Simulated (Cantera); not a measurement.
A closed system holds: 1 mol Fe2O3, 0.38 mol H2, 3.8 mol N2, at 1850 K and 46.0 mbar.

Equilibrium computed with Cantera from the NASA thermochemical tables; the gas is ideal and each condensed phase is pure. Candidate condensed phases: Fe, FeO, Fe(OH)2, Fe(OH)3, Fe2O3, Fe3O4, H2O; 27 gas species. Mutual solubility and eutectic melting of coexisting phases are not modelled. The tables' stoichiometric FeO is somewhat more stable than real wüstite, so its field is too wide. FeO: taken at fixed stoichiometry. Kinetics and transport are ignored.

Base state: N2 0.904, H2O 0.0895, O2 0.00392, NO 0.000718, OH 0.000699, H2 0.000565, H 5.97e-5, O 5.63e-5 (mole fractions); condensed: FeO(l) + Fe3O4(s).

Q: What changes in the equilibrium state with this change: 0.52 mol NH3 added?

A: 
```tsv
species	before	after
N2	0.904	0.777
H2O	0.0895	0.191
H2	0.000565	0.0305
Fe	3.68e-6	9.28e-5
O2	0.00392	6.16e-6
NO	0.000718	2.64e-5
FeO(l), mol	0.245	2.00
Fe3O4(s), mol	0.585	0
```
